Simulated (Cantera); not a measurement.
An isothermal, constant-pressure homogeneous reactor starts with 98.7 % N₂O, 1.28 % H₂O, at 1550 K and 4.50 Torr.

Detailed kinetics in Cantera: GRI-Mech 3.0 (53 species, 325 reactions). GRI-Mech 3.0 was tuned for natural gas; its chemistry of N2O as a main component is partial and can be far from experiment. Radical loss at walls, strong at low pressure, is not modelled. The temperature is held fixed by assumption; the heat of reaction is taken as removed at once.

Problem. Predict: x(N₂O) at 4.00 s; x(H₂O) at 4.00 s; x(NO) at 4.00 s; x(O₂) at 4.00 s.

Solution. 
```
Property                                           Result
----------------  ---------------------------------------
x(N₂O) at 4.00 s   0.0519 (gas-phase equilibrium 7.65e-9)
x(H₂O) at 4.00 s  0.00872 (gas-phase equilibrium 0.00852)
x(NO) at 4.00 s     0.151 (gas-phase equilibrium 0.00179)
x(O₂) at 4.00 s       0.237 (gas-phase equilibrium 0.329)
```
